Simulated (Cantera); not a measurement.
Thermodynamics of sublimation and decomposition of ceramics, feed Si₃N₄ + H₂

Feed: 1 mol Si₃N₄, 0.66 mol H₂, at 0.000530 bar.

Cantera equilibrium calculation (NASA polynomials, part measured and part estimated; ideal gas, pure solids and liquids). Candidate condensed phases: Si, Si₃N₄; 18 gas species. The tables' values for SiN are old estimates; treat these amounts as uncertain. The numbers say what is thermodynamically allowed, not how fast it happens.

| T (K) | x Si | x N₂ | x H | x H₂ | x Si₂ | x SiH |
|---|---|---|---|---|---|---|
| 2275 | 0.498 | 0.338 | 0.0936 | 0.0644 | 0.00326 | 0.00112 |
| 2325 | 0.495 | 0.334 | 0.111 | 0.0544 | 0.00226 | 0.000935 |
| 2375 | 0.492 | 0.331 | 0.129 | 0.0444 | 0.00159 | 0.000770 |
| 2425 | 0.489 | 0.328 | 0.146 | 0.0351 | 0.00113 | 0.000627 |
| 2475 | 0.485 | 0.325 | 0.160 | 0.0270 | 0.000817 | 0.000504 |
| 2525 | 0.483 | 0.323 | 0.173 | 0.0201 | 0.000598 | 0.000401 |
| 2575 | 0.480 | 0.321 | 0.182 | 0.0147 | 0.000444 | 0.000317 |
| 2625 | 0.479 | 0.320 | 0.190 | 0.0106 | 0.000334 | 0.000250 |
| 2675 | 0.477 | 0.319 | 0.195 | 0.00757 | 0.000254 | 0.000197 |
| 2725 | 0.476 | 0.318 | 0.199 | 0.00540 | 0.000196 | 0.000155 |
| 2775 | 0.476 | 0.318 | 0.202 | 0.00385 | 0.000152 | 0.000123 |
| 2825 | 0.475 | 0.317 | 0.204 | 0.00276 | 0.000120 | 9.80e-5 |
x: gas mole fraction; nothing condenses.

From 2275 K to 2825 K nothing is condensed. The main Si-bearing gas is Si throughout.
